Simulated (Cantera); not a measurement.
Cantera run:

```python
import numpy as np
import cantera as ct

gas_names = """
    C CN CO CO2 C2 CCN CNC C2N2 C2O C3 C3O2 C4 C4N2 C5 N NCO NO NO2 NO3 N2 N2O O O2 O3 Si SiC SiC2 SiN
    SiO SiO2 Si2 Si2C Si2N Si3
""".split()
cond_names = """
    C(gr) Si(cr) Si(L) SiC(b) SiO2(Lqz) SiO2(hqz) SiO2(L) Si2N2O(s) Si3N4(a)
""".split()


def load(file, names, dense=False):
    # The tables refer to 1 bar. Condensed volumes are neglected.
    table = {s.name: s for s in ct.Species.list_from_file(file)}
    out = []
    for n in names:
        d = dict(table[n].input_data)
        d["thermo"] = dict(d["thermo"], **{"reference-pressure": 1e5})
        if dense:
            d["equation-of-state"] = {"model": "constant-volume", "density": "1e6 g/cm^3"}
        out.append(ct.Species.from_dict(d))
    return out


gas = ct.Solution(thermo="ideal-gas", species=load("nasa_gas.yaml", gas_names))
cond = {s.name: ct.Solution(thermo="fixed-stoichiometry", species=[s], name=s.name)
        for s in load("nasa_condensed.yaml", cond_names, dense=True)}
atoms = {
    'SiO2': {'Si': 1, 'O': 2},
    'C': {'C': 1},
    'N2': {'N': 2},
}
top_T = {'C(gr)': 4500, 'SiC(b)': 3050, 'Si2N2O(s)': 2100, 'Si3N4(a)': 2400}  # K; cautious upper limits of use, not melting points


def equilibrate(T, P, feed):
    n = {}
    for name, mol in feed.items():
        for a, k in atoms[name].items():
            n[a] = n.get(a, 0.0) + k * mol
    gas.TPX = T, P, n
    mass = sum(n.values()) * gas.mean_molecular_weight
    gas.equilibrate("TP")
    valid = [c for c in cond.values() if c.min_temp <= T <= top_T.get(c.name, c.max_temp)]
    mix = ct.Mixture([(gas, mass / gas.mean_molecular_weight)] + [(c, 0.0) for c in valid])
    mix.T, mix.P = T, P
    mix.equilibrate("TP", solver="vcs", rtol=1e-11, max_steps=5000)
    return mix


results = []
feed = {'SiO2': 1, 'C': 0.13, 'N2': 3.7}  # mol
T = 1623  # K
P = 17000  # Pa
mix = equilibrate(T, P, feed)
results.append((T, P, feed, dict(zip(mix.species_names, mix.species_moles))))
x = sorted(zip(gas.X, gas.species_names), reverse=True)
print(f"T = {T:g} K  P = {P:g} Pa  gas = {mix.phase_moles(0):.4g} mol")
print("   x: " + "  ".join(f"{s} {v:.3e}" for v, s in x if v > 0.0001))
print("   condensed (mol): " + ("  ".join(f"{mix.phase(i).name} {mix.phase_moles(i):.4g}"
      for i in range(1, mix.n_phases) if mix.phase_moles(i) > 1e-12) or "none"))
```

Result:

```
T = 1623 K  P = 17000 Pa  gas = 3.789 mol
   x: N2 9.652e-01  CO 3.430e-02  SiO 4.997e-04
   condensed (mol): SiO2(hqz) 0.9127  Si2N2O(s) 0.04271
```

Equilibrium computed with Cantera from the NASA thermochemical tables; the gas is ideal and each condensed phase is pure. Mutual solubility and eutectic melting of coexisting phases are not modelled. The tables hold silica as quartz up to 1696 K and as liquid above; real silica turns to tridymite and cristobalite and melts near 1996 K.
